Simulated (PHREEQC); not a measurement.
Make-up at 20 °C: 0.074 mol Al2(SO4)3, 0.29 mol CuCl2, 0.00044 mol NaHCO3 and 0.15 mol Na2SO4 per kg of water. Closed to the air; pH follows from the charge balance.

Model: ion-association model, wateq4f.dat, run in PHREEQC.

The pH is 4.10 and the ionic strength is 1.13 mol/kgw. The activity of water comes out as 0.977. The total alkalinity is 0.440 meq/kg.

```tsv
species	molality	activity	log γ
Cl-	0.536	0.319	-0.225
Na+	0.278	0.201	-0.140
Cu+2	0.170	0.0343	-0.696
SO4-2	0.101	0.0150	-0.829
AlSO4+	0.0883	0.0546	-0.209
CuSO4	0.0782	0.101	0.113
Al(SO4)2-	0.0409	0.0252	-0.209
CuCl+	0.0385	0.0230	-0.225
NaSO4-	0.0225	0.0146	-0.187
Al+3	0.0182	0.00123	-1.170
CuCl2	0.00287	0.00372	0.113
```

This is a speciation only: nothing precipitates in the calculation. Saturation is exceeded, for instance for Basaluminite, Atacamite; the values hold only as long as no solid forms. The ionic strength is past about 0.7 mol/kgw, beyond the range of this activity model, so the values are rough.
